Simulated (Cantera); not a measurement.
What does this Cantera script print?

```python
import numpy as np
import cantera as ct

gas = ct.Solution("gri30.yaml")
gas.TPX = 1075, 1000000, {'CH4': 1, 'O2': 0.87, 'N2': 3.27}
reactor = ct.IdealGasReactor(gas, energy="on", clone=False)
net = ct.ReactorNet([reactor])
net.rtol, net.atol = 1e-08, 1e-16
show = ['CH4', 'O2', 'CO2', 'NO', 'OH', 'C2H2', 'C2H6']
times = np.geomspace(5e-06, 0.2, 15)

steps = ct.SolutionArray(gas, extra=["t"])
rows = []
print(f"{'t/s':>10s}{'T/K':>9s}{'P/Pa':>11s}" + "".join(f"{s:>11s}" for s in show))
for t in times:
    while net.time < t:
        t_next = net.step()
        steps.append(gas.state, t=t_next)
    rows.append([np.interp(t, steps.t, y) for y in (steps.T, steps.P, *steps(*show).X.T)])
    print(f"{t:10.3e}{rows[-1][0]:9.1f}{rows[-1][1]:11.4g}" + "".join(f"{x:11.3e}" for x in rows[-1][2:]))
rate = np.gradient(steps.T, steps.t)
print("integrator steps:", len(steps.t))
if steps.T.max() > steps.T[0] + 200:
    print(f"time of steepest temperature rise: {steps.t[rate.argmax()]:.4e} s")
gas.TPX = 1075, 1000000, {'CH4': 1, 'O2': 0.87, 'N2': 3.27}
gas.equilibrate("UV")
print(f"equilibrium (UV): T = {gas.T:.1f} K  " + "  ".join(f"{s} {gas[s].X[0]:.3e}" for s in show))
```

It prints:

```
       t/s      T/K       P/Pa        CH4         O2        CO2         NO         OH       C2H2       C2H6
 5.000e-06   1075.0      1e+06  1.946e-01  1.693e-01  8.784e-18  3.017e-24  5.785e-13  2.037e-25  5.978e-14
 1.066e-05   1075.0      1e+06  1.946e-01  1.693e-01  8.624e-17  1.381e-23  1.280e-12  5.478e-24  5.815e-13
 2.272e-05   1075.0      1e+06  1.946e-01  1.693e-01  8.722e-16  6.399e-23  2.937e-12  1.597e-22  5.797e-12
 4.843e-05   1075.0      1e+06  1.946e-01  1.693e-01  9.457e-15  3.061e-22  7.188e-12  5.698e-21  6.125e-11
 1.032e-04   1075.0      1e+06  1.946e-01  1.693e-01  1.113e-13  1.539e-21  1.924e-11  2.452e-19  6.922e-10
 2.201e-04   1075.0      1e+06  1.946e-01  1.693e-01  1.569e-12  8.785e-21  5.619e-11  1.523e-17  9.266e-09
 4.691e-04   1075.0      1e+06  1.946e-01  1.693e-01  2.370e-11  5.967e-20  1.529e-10  1.185e-15  1.347e-07
 1.000e-03   1075.0      1e+06  1.945e-01  1.693e-01  2.050e-10  3.441e-19  2.536e-10  4.907e-14  1.144e-06
 2.132e-03   1075.1      1e+06  1.945e-01  1.692e-01  8.100e-10  1.211e-18  2.989e-10  6.587e-13  4.365e-06
 4.544e-03   1075.3      1e+06  1.945e-01  1.692e-01  2.728e-09  3.670e-18  3.891e-10  5.940e-12  1.278e-05
 9.686e-03   1076.0  1.001e+06  1.944e-01  1.691e-01  1.485e-08  1.324e-17  6.623e-10  6.316e-11  3.893e-05
 2.065e-02   1079.7  1.004e+06  1.938e-01  1.687e-01  3.173e-07  9.688e-17  2.141e-09  1.439e-09  1.592e-04
 4.401e-02   2308.9  2.621e+06  7.120e-08  4.469e-08  1.284e-02  1.327e-05  7.387e-05  8.622e-11  6.245e-16
 9.382e-02   2308.9  2.621e+06  7.059e-08  4.470e-08  1.284e-02  6.290e-06  7.389e-05  8.539e-11  6.153e-16
 2.000e-01   2308.9  2.621e+06  7.057e-08  4.470e-08  1.284e-02  6.019e-06  7.389e-05  8.537e-11  6.151e-16
integrator steps: 2718
time of steepest temperature rise: 3.7657e-02 s
equilibrium (UV): T = 2308.9 K  CH4 7.842e-08  O2 4.470e-08  CO2 1.284e-02  NO 6.019e-06  OH 7.389e-05  C2H2 9.482e-11  C2H6 7.355e-16
```

Computed with Cantera and GRI-Mech 3.0 (53 species, 325 reactions).
